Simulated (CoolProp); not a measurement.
R123 along the isotherm 500 K: density (kg/m³) from the reference equation and from simpler models built on Tc = 456.8 K, pc = 3.662 MPa, ω = 0.282; each cubic takes its own stable root.

Values from CoolProp's reference Helmholtz-energy equation of state, Younglove 1994. It is a modified Benedict-Webb-Rubin equation, recast in Helmholtz form.

| p (MPa) | phase | reference |
|---|---|---|
| 3.33 | gas | 167.2 |
| 6.66 | supercritical | 604.1 |
| 9.99 | supercritical | 840.8 |
| 13.3 | supercritical | 931.9 |
| 16.6 | supercritical | 989.1 |
| 20 | supercritical | 1033 |
| 23.3 | supercritical | 1066 |
| 26.6 | supercritical | 1094 |
| 30 | supercritical | 1119 |
| 33.3 | supercritical | 1141 |
| 36.6 | supercritical | 1160 |

How far does each simpler model (van der Waals, Soave-Redlich-Kwong) lie from the reference over these 11 states: mean and median of the absolute difference, and the worst?


- van der Waals: mean 20.3 %, median 24.0 %, worst -24.9 % at 500 K and 36.6 MPa
- Soave-Redlich-Kwong: mean 8.0 %, median 7.2 %, worst -14.1 % at 500 K and 6.66 MPa
